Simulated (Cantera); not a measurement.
A perfectly stirred reactor is fed with H₂ : O₂ : N₂ = 0.14 : 1 : 0.18 (molar parts), at 2.25 Torr; it is held at 1375 K, and followed from long to short residence time.

Cantera simulation using GRI-Mech 3.0 (53 species, 325 reactions); the numbers are that mechanism's predictions, not measurements. Radical loss at walls, strong at low pressure, is not modelled. The temperature is held fixed by assumption; the heat of reaction is taken as removed at once.

**Question.** Predict: x(H₂) at τ = 5.10 s; x(O₂) at τ = 5.10 s; x(NO) at τ = 5.10 s; x(H₂O₂) at τ = 5.10 s; x(H₂) at τ = 60.0 ms; x(O₂) at τ = 60.0 ms; x(NO) at τ = 60.0 ms; x(H₂O₂) at τ = 60.0 ms.

**Answer.** 
| Quantity | Result |
|---|---|
| x(H₂) at τ = 5.10 s | 0.000897 |
| x(O₂) at τ = 5.10 s | 0.730 |
| x(NO) at τ = 5.10 s | 3.67e-7 |
| x(H₂O₂) at τ = 5.10 s | 2.13e-8 |
| x(H₂) at τ = 60.0 ms | 0.00425 |
| x(O₂) at τ = 60.0 ms | 0.685 |
| x(NO) at τ = 60.0 ms | 1.45e-7 |
| x(H₂O₂) at τ = 60.0 ms | 2.78e-8 |
